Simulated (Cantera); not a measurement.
A perfectly stirred reactor is fed with CH3OH : O2 : N2 : H2O = 1 : 2.73 : 16.1 : 2.6 (molar parts), equivalence ratio 0.55, at 750 Torr; it is adiabatic with a 350 K inlet, and is followed from long to short residence time, starting on the burning branch (τ in s: 0.023, 0.01, 0.0043, 0.0018, 0.00079, 0.00034, 0.00015, 6.3e-05, 2.7e-05, 1.2e-05).

Model: GRI-Mech 3.0 (53 species, 325 reactions), integrated in Cantera. GRI-Mech 3.0 was tuned for natural gas; its chemistry of methanol as a main component is partial and can be far from experiment.

Task: What does this change do: inlet temperature 350 to 700 K?

Result: 
| quantity | before | after |
|---|---|---|
| state | not burning at any residence time tried | not reached |
| x(CH3OH) at τ = 23.0 ms | 0.0446 | 2.03e-5 |
| x(O2) at τ = 23.0 ms | 0.122 | 0.0540 |
| x(H2O) at τ = 23.0 ms | 0.116 | 0.200 |
| x(OH) at τ = 23.0 ms | <1e-12 | 0.000756 |
| x(C2H) at τ = 23.0 ms | <1e-12 | <1e-12 |
| x(CH3OH) at τ = 0.340 ms | 0.0446 | 0.0446 |
| x(O2) at τ = 0.340 ms | 0.122 | 0.122 |
| x(H2O) at τ = 0.340 ms | 0.116 | 0.116 |
| x(OH) at τ = 0.340 ms | <1e-12 | <1e-12 |
| x(C2H) at τ = 0.340 ms | <1e-12 | <1e-12 |
| blow-out, bracketed by the residence times tried | not reached | burning at 1.80 ms, out at 0.790 ms |
